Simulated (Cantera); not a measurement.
Input: 1 mol N₂O, 8.8 mol H₂, 47 mol N₂, 7.8 mol H₂O, at 59000 Pa.

These are equilibrium values from Cantera (NASA tables, ideal gas, pure condensed phases), not measurements of a reactor. Candidate condensed phases: H₂O; 24 gas species. Rates play no part.

Question: At 2152 °C, list the 4 most abundant gas species with their mole fractions, and the condensed phases.

Answer: N₂ 0.739, H₂O 0.133, H₂ 0.117, H 0.00798. Condensed: gas only.
